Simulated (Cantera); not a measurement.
What does this Cantera script print?

```python
import numpy as np
import cantera as ct

surf = ct.Interface("diamond.yaml", "diamond_100")
gas, bulk = surf.adjacent["gas"], surf.adjacent["diamond"]
k = surf.kinetics_species_index(bulk.species_names[0])
cover = ["c6HH", "c6H*", "c6*H", "c6**", "c6HM", "c6B"]

rows, drift = [], 0.0
print(f"{'P':>10s}{'um/h':>11s}" + "".join(f"{s:>11s}" for s in cover))
for v in [570, 1100, 2000, 3700, 6800, 13000, 23000, 43000]:
    T, P, xH, xCH3 = 1100, v, 0.016, 0.00033
    gas.TPX = T, P, {"H": xH, "CH3": xCH3, "CH4": 0.0045, "H2": 1 - xH - xCH3 - 0.0045}
    surf.TP = bulk.TP = T, P
    surf.coverages = "c6H*:0.1, c6HH:0.9"
    surf.advance_coverages(100.0)
    before = surf.coverages
    surf.advance_coverages(100.0)
    drift = max(drift, np.max(np.abs(surf.coverages - before) / (surf.coverages + 1e-9)))
    rate = surf.net_production_rates[k] * bulk.mean_molecular_weight / bulk.density * 3.6e9
    rows.append([rate, *surf[cover].coverages])
    print(f"{v:10.4g}{rate:11.4e}" + "".join(f"{x:11.3e}" for x in rows[-1][1:]))
```

Output:

```
         P       um/h       c6HH       c6H*       c6*H       c6**       c6HM        c6B
       570 7.6719e-01  5.086e-01  2.776e-02  4.396e-01  1.826e-02  3.745e-03  2.082e-09
      1100 1.9135e+00  5.077e-01  2.772e-02  4.388e-01  1.823e-02  4.939e-03  5.193e-09
      2000 4.0735e+00  5.070e-01  2.772e-02  4.381e-01  1.821e-02  5.840e-03  1.105e-08
      3700 8.3512e+00  5.065e-01  2.775e-02  4.376e-01  1.821e-02  6.507e-03  2.266e-08
      6800 1.6309e+01  5.062e-01  2.783e-02  4.372e-01  1.821e-02  6.935e-03  4.425e-08
   1.3e+04 3.2363e+01  5.060e-01  2.803e-02  4.368e-01  1.825e-02  7.210e-03  8.782e-08
   2.3e+04 5.8400e+01  5.058e-01  2.837e-02  4.363e-01  1.831e-02  7.358e-03  1.585e-07
   4.3e+04 1.1084e+02  5.057e-01  2.904e-02  4.355e-01  1.844e-02  7.470e-03  3.008e-07
```

Cantera simulation using the Harris–Goodwin 1993 mechanism for the reconstructed diamond (100) surface; the numbers are that mechanism's predictions, not measurements.
